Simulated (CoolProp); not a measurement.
Vapour-liquid equilibrium of ethanol (1) + cyclohexane (2) at 19.9 bar; x and y are mole fractions of (1).

Model: multi-fluid Helmholtz-energy mixture model, Schroeder 2014 and Zhou 2014; pair parameters Bell 2016, in CoolProp.

| x | bubble temperature (K) | y at the bubble point | dew temperature at overall composition x (K) | liquid density (mol/L) |
|---|---|---|---|---|
| 0.05 | 486.8 | 0.154 | 495.1 | 6.645 |
| 0.15 | 471.1 | 0.353 | 487.1 | 7.130 |
| 0.25 | 462.7 | 0.463 | 479.1 | 7.540 |
| 0.35 | 458.0 | 0.535 | 471.3 | 7.955 |
| 0.45 | 455.1 | 0.590 | 463.7 | 8.425 |
| 0.55 | 453.2 | 0.641 | 457.1 | 8.981 |
| 0.65 | 452.0 | 0.695 | 453.0 | 9.644 |
| 0.75 | 451.5 | 0.758 | 451.5 | 10.43 |
| 0.85 | 451.6 | 0.838 | 451.7 | 11.34 |
| 0.95 | 452.6 | 0.940 | 452.7 | 12.38 |

y crosses x between x = 0.75 and 0.85: the model has an azeotrope there.

The pair parameters rest on a limited set of measurements; away from them the model extrapolates.
